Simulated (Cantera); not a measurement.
Source: NASA polynomial tables (part measured, part estimated), evaluated in Cantera. Values are per mole of reaction as written; species without (g) are pure solids or liquids, kept so even where they would boil at 1 bar.

2 HCl(g) + 2 Li ⇌ 2 LiCl(g) + H₂(g)

```csv
T (K),ΔH° (kJ),ΔS° (J/K),ΔG° (kJ),log10 K
698,___,___,___,___
898,___,___,___,___
1098,-225.4,91.0,-325.3,15.47
1298,-228.7,88.2,-343.2,13.81
1498,___,___,___,___
1698,-236.1,83.3,-377.4,11.61
1898,___,___,___,___
```

Question: Some entries are withheld; supply them.

Answer: 
- 698, ΔH° (kJ): -219.2
- 698, ΔS° (J/K): 98.0
- 698, ΔG° (kJ): -287.6
- 698, log10 K: 21.52
- 898, ΔH° (kJ): -222.2
- 898, ΔS° (J/K): 94.1
- 898, ΔG° (kJ): -306.8
- 898, log10 K: 17.84
- 1498, ΔH° (kJ): -232.3
- 1498, ΔS° (J/K): 85.6
- 1498, ΔG° (kJ): -360.6
- 1498, log10 K: 12.57
- 1898, ΔH° (kJ): -240.2
- 1898, ΔS° (J/K): 80.9
- 1898, ΔG° (kJ): -393.9
- 1898, log10 K: 10.84
